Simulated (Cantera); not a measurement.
Charge: 1 mol Si₂Cl₆, 0.73 mol HCl, a varied amount of H₂, at 13.3 mbar.

Points: T (K) = 850, 950, 1050, 1150, 1250, 1350, 1450, 1550, 1650, 1750; n(H2) (mol) = 4.6, 7.9, 14, 24, 41, 70, 120.

Cantera's Mixture.equilibrate('TP', solver="vcs", rtol=1e-11, max_steps=5000) on the NASA tables stopped like this:

```
ERROR: FAILURE its = 5001!

*******************************************************************************
CanteraError thrown by MultiPhase::equilibrate:
VCS solver failed. Return code: -1
*******************************************************************************
```

Q: What got this run through?

A: One answer among several that fit: The failure is numerical, not chemical. The same input converged with solver="gibbs", rtol=1e-10, max_steps=50000, and the result passed a check of the equilibrium conditions:
```
    850        4.6  Si(cr)
    850        7.9  Si(cr)
    850         14  Si(cr)
    850         24  Si(cr)
    850         41  Si(cr)
    850         70  Si(cr)
    850        120  Si(cr)
    950        4.6  Si(cr)
    950        7.9  Si(cr)
    950         14  Si(cr)
    950         24  Si(cr)
    950         41  Si(cr)
    950         70  Si(cr)
    950        120  Si(cr)
   1050        4.6  Si(cr)
   1050        7.9  Si(cr)
   1050         14  Si(cr)
   1050         24  Si(cr)
   1050         41  Si(cr)
   1050         70  Si(cr)
   1050        120  Si(cr)
   1150        4.6  Si(cr)
   1150        7.9  Si(cr)
   1150         14  Si(cr)
   1150         24  Si(cr)
   1150         41  Si(cr)
   1150         70  Si(cr)
   1150        120  Si(cr)
   1250        4.6  Si(cr)
   1250        7.9  Si(cr)
   1250         14  Si(cr)
   1250         24  Si(cr)
   1250         41  Si(cr)
   1250         70  Si(cr)
   1250        120  Si(cr)
   1350        4.6  gas only
   1350        7.9  gas only
   1350         14  Si(cr)
   1350         24  Si(cr)
   1350         41  Si(cr)
   1350         70  Si(cr)
   1350        120  Si(cr)
   1450        4.6  gas only
   1450        7.9  gas only
   1450         14  Si(cr)
   1450         24  Si(cr)
   1450         41  Si(cr)
   1450         70  Si(cr)
   1450        120  Si(cr)
   1550        4.6  gas only
   1550        7.9  gas only
   1550         14  Si(cr)
   1550         24  Si(cr)
   1550         41  Si(cr)
   1550         70  Si(cr)
   1550        120  Si(cr)
   1650        4.6  gas only
   1650        7.9  gas only
   1650         14  gas only
   1650         24  Si(cr)
   1650         41  Si(cr)
   1650         70  Si(cr)
   1650        120  Si(cr)
   1750        4.6  gas only
   1750        7.9  gas only
   1750         14  Si(L)
   1750         24  Si(L)
   1750         41  Si(L)
   1750         70  Si(L)
   1750        120  Si(L)
```

The gas is ideal and each condensed phase is pure. The feed counts by its element totals alone. The tables' values for SiCl3 are old estimates.
